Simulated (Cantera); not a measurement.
Charge: 1 mol SiO2, 950 mol H2, held at 0.210 bar.

Equilibrium computed with Cantera from the NASA thermochemical tables; the gas is ideal and each condensed phase is pure. Candidate condensed phases: H2O, Si, SiO2; 18 gas species. The tables hold silica as quartz up to 1696 K and as liquid above; real silica turns to tridymite and cristobalite and melts near 1996 K. Rates play no part.

x: gas mole fraction; n: condensed amount in mol.

```
T (K)   x H2       x H     x SiO     x H2O      x OH      x Si   x SiH  n SiO2(β-quartz)
-----  -----  --------  --------  --------  --------  --------  ------  ----------------
1073    1.00   3.06e-8   1.00e-8   2.19e-8    <1e-12    <1e-12  <1e-12             1.000
1173   1.000   2.57e-7   2.01e-7   2.09e-7    <1e-12    <1e-12  <1e-12             1.000
1273   1.000   1.56e-6   1.85e-6   1.86e-6    <1e-12    <1e-12       …             0.998
1373   1.000   7.27e-6   1.21e-5   1.21e-5  1.57e-12  7.03e-12       …             0.989
1473   1.000   2.76e-5   6.07e-5   6.07e-5  4.36e-11  4.30e-11       …             0.942
1573   0.999   8.87e-5  0.000247  0.000247  7.91e-10  2.08e-10       …             0.765
1673   0.998  0.000248  0.000844  0.000844   1.01e-8  8.36e-10       …             0.198
1773   0.997  0.000620   0.00105   0.00105   4.05e-8   2.87e-9       …                 0
1873   0.996   0.00141   0.00105   0.00105   1.15e-7   8.65e-9       …                 0
1973   0.995   0.00294   0.00105   0.00105   2.94e-7   2.33e-8       …                 0
2073   0.992   0.00572   0.00105   0.00105   6.87e-7   5.69e-8       …                 0
2173   0.987    0.0105   0.00105   0.00104   1.48e-6   1.28e-7       …                 0
2273   0.980    0.0181   0.00104   0.00104   2.99e-6   2.67e-7       …                 0
```

Question: Fill in the missing entries.

Answer: 
- 1273, x SiH: 3.82e-12
- 1373, x SiH: 1.83e-11
- 1473, x SiH: 7.08e-11
- 1573, x SiH: 2.30e-10
- 1673, x SiH: 6.47e-10
- 1773, x SiH: 1.62e-9
- 1873, x SiH: 3.69e-9
- 1973, x SiH: 7.69e-9
- 2073, x SiH: 1.49e-8
- 2173, x SiH: 2.72e-8
- 2273, x SiH: 4.67e-8
